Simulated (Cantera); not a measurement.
Pyrogenic steam for wet oxidation

An isothermal, constant-pressure homogeneous reactor starts with 11.8 % H2, 26.7 % O2, 61.5 % N2, equivalence ratio 0.22, at 825 K and 19000 Pa.

Computed with Cantera and GRI-Mech 3.0 (53 species, 325 reactions). Below about 950 K walls govern HO2 and H2O2 in real vessels. The temperature is held fixed by assumption; the heat of reaction is taken as removed at once.

```json
[
 {"t (s)": "0.000900", "x H2": "0.118", "x O2": "0.267", "x H": "8.11e-12", "x HO2": "5.70e-11", "x H2O2": "<1e-12"},
 {"t (s)": "0.00190", "x H2": "0.118", "x O2": "0.267", "x H": "2.00e-11", "x HO2": "2.46e-10", "x H2O2": "<1e-12"},
 {"t (s)": "0.00401", "x H2": "0.118", "x O2": "0.267", "x H": "6.11e-11", "x HO2": "1.30e-9", "x H2O2": "2.11e-12"},
 {"t (s)": "0.00845", "x H2": "0.118", "x O2": "0.267", "x H": "3.27e-10", "x HO2": "1.06e-8", "x H2O2": "3.01e-11"},
 {"t (s)": "0.0178", "x H2": "0.118", "x O2": "0.267", "x H": "7.62e-9", "x HO2": "2.86e-7", "x H2O2": "1.31e-9"},
 {"t (s)": "0.0376", "x H2": "0.0677", "x O2": "0.248", "x H": "7.10e-6", "x HO2": "6.17e-5", "x H2O2": "2.25e-5"},
 {"t (s)": "0.0794", "x H2": "0.0674", "x O2": "0.248", "x H": "6.76e-9", "x HO2": "7.87e-6", "x H2O2": "5.90e-5"},
 {"t (s)": "0.167", "x H2": "0.0674", "x O2": "0.248", "x H": "6.66e-9", "x HO2": "5.56e-6", "x H2O2": "6.35e-5"},
 {"t (s)": "0.353", "x H2": "0.0674", "x O2": "0.248", "x H": "7.37e-9", "x HO2": "5.78e-6", "x H2O2": "7.10e-5"},
 {"t (s)": "0.745", "x H2": "0.0673", "x O2": "0.248", "x H": "9.10e-9", "x HO2": "6.41e-6", "x H2O2": "8.89e-5"},
 {"t (s)": "1.57", "x H2": "0.0671", "x O2": "0.248", "x H": "1.37e-8", "x HO2": "7.83e-6", "x H2O2": "0.000138"},
 {"t (s)": "3.32", "x H2": "0.0662", "x O2": "0.247", "x H": "2.64e-8", "x HO2": "1.08e-5", "x H2O2": "0.000286"},
 {"t (s)": "7.00", "x H2": "0.0624", "x O2": "0.246", "x H": "4.71e-8", "x HO2": "1.46e-5", "x H2O2": "0.000613"}
]
```
x: mole fraction; the columns are a selection and need not sum to one.

Equilibrium at this temperature and pressure: H2 <1e-12, O2 0.222, H <1e-12, HO2 2.41e-11, H2O2 4.82e-12 (gas phase only).
